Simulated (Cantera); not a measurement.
**Stirred combustor or abatement burner**

A perfectly stirred reactor is fed with H₂ : O₂ : N₂ = 1 : 0.61 : 2.29 (molar parts), equivalence ratio 0.82, at 10.0 bar; it is adiabatic with a 400 K inlet, and is followed from long to short residence time, starting on the burning branch (τ in s: 0.22, 0.055, 0.014, 0.0035, 0.00089, 0.00023, 5.7e-05, 1.5e-05, 3.7e-06).

Computed with Cantera and GRI-Mech 3.0 (53 species, 325 reactions). The hydrogen kinetics of GRI-Mech 3.0 are dated; newer H2 mechanisms differ, most at raised pressure.

```
τ (s)    T (K)     x H₂    x O₂      x NO       x H   x H₂O₂  x H₂O
-------  -----  -------  ------  --------  --------  -------  -----
0.22      2288  0.00105  0.0293   0.00474   9.46e-5  6.76e-7  0.290
0.055     2291  0.00107  0.0299   0.00363   9.75e-5  6.89e-7  0.290
0.014     2293  0.00113  0.0307   0.00185  0.000106  7.13e-7  0.290
0.0035    2293  0.00135  0.0313  0.000652  0.000132  7.56e-7  0.290
0.00089   2286  0.00205  0.0317  0.000240  0.000228  8.70e-7  0.289
0.00023   2263  0.00394  0.0322  0.000113  0.000574  1.16e-6  0.285
5.7e-5    2211  0.00835  0.0336   6.30e-5   0.00177  1.76e-6  0.278
1.5e-5    2114   0.0163  0.0367   4.41e-5   0.00502  2.65e-6  0.265
3.7e-6    1933   0.0310  0.0441   3.34e-5    0.0125  4.37e-6  0.242
```
x: mole fraction; the columns are a selection and need not sum to one.
